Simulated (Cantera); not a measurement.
Feed: 1 mol Cu2O, 6.7 mol C, 0.37 mol CO, equilibrated at 71.0 mbar.

Method: chemical equilibrium by Gibbs-energy minimisation in Cantera with the NASA 1993 tables (ideal gas, pure condensed phases). Candidate condensed phases: C, Cu, CuO, Cu2O; 15 gas species. Kinetics and transport are ignored. All values below are at 1625 K.

Base state: CO 0.999, Cu 0.000805, CO2 1.71e-5 (mole fractions); condensed: C(graphite) + Cu(l).

### Question
What changes in the equilibrium state with this change: Cu2O replaced by Ta2O5?

### Answer
```json
[
 {"species": "CO", "before": "0.999", "after": "0.999"},
 {"species": "CO2", "before": "1.71e-5", "after": "0.000965"},
 {"species": "Cu", "before": "0.000805", "after": "0"},
 {"species": "C(graphite), mol", "before": "5.70", "after": "0"},
 {"species": "Cu(l), mol", "before": "2.00", "after": "0"},
 {"species": "TaC(s), mol", "before": "0", "after": "1.92"},
 {"species": "Ta2O5(s), mol", "before": "0", "after": "0.0421"}
]
```
Mutual solubility and eutectic melting of coexisting phases are not modelled. TaC: taken at fixed stoichiometry. Condensed phases not in the tables: Ta2C. Further candidate phases: Ta, TaC, Ta2O5.
